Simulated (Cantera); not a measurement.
Charge: 1 mol Si, 5.1 mol Br2, 23 mol N2, at 1.00 mbar.

Method: chemical equilibrium by Gibbs-energy minimisation in Cantera with the NASA 1993 tables (ideal gas, pure condensed phases). Candidate condensed phases: Br2, Si, Si3N4; 13 gas species. The tables' values for SiBr3 are old estimates; treat these amounts as uncertain. Rates play no part. All values below are at 1198 K.

Base state: N2 0.775, Br 0.173, SiBr4 0.0337, Br2 0.0182, SiBr3 5.00e-5 (mole fractions); condensed: gas only.

Problem. What changes in the equilibrium state with this change: Br2 from 5.1 to 0.96 mol?

Solution. 
```tsv
species	before	after
N2	0.775	0.974
SiBr4	0.0337	0.0167
Br	0.173	0.00423
Br2	0.0182	1.10e-5
SiBr2	5.11e-6	0.00422
SiBr3	5.00e-5	0.00101
Si3N4(s), mol	0	0.163
```
N2 is the only nitrogen source here; it is nearly inert below about 1500 K, so the nitride shown seldom forms there in practice.
